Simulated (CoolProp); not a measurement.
Vapour-liquid equilibrium of CHF3 (R23) (1) + R113 (2) at 265.1 K; x and y are mole fractions of (1).

Model: multi-fluid Helmholtz-energy mixture model, Penoncello 2003 and Marx 1992; pair parameters Bell 2016, in CoolProp.

```csv
x,"bubble pressure, mixture model (bar)","bubble pressure, Raoult's law (bar)","y, mixture model","y, Raoult's law"
0.05,1.763,1.092,[?],0.913
0.15,5.365,3.077,[?],0.972
0.25,[?],5.061,0.987,0.985
0.35,11.44,7.045,0.990,0.991
0.45,13.25,9.029,0.991,0.994
0.55,14.35,11.01,0.992,0.996
0.65,15.08,13.00,0.992,0.997
0.75,[?],14.98,0.993,0.998
0.85,16.90,16.97,0.994,0.999
0.95,18.67,18.95,0.997,1.000
```

**Question.** Fill in the missing entries.

**Answer.** 
- 0.05, y, mixture model: 0.942
- 0.15, y, mixture model: 0.980
- 0.25, bubble pressure, mixture model (bar): 8.758
- 0.75, bubble pressure, mixture model (bar): 15.82

The largest gap from Raoult's law is +74.4 % in bubble pressure, at x = 0.15. No azeotrope shows between x = 0.05 and 0.95.

The pair parameters rest on a limited set of measurements; away from them the model extrapolates. The gap from Raoult's law changes sign with composition, which may be real or a fault of the pair parameters; it wasn't checked against measurements. With so large a gap from Raoult's law the liquid may split in two, which this calculation doesn't test in full.
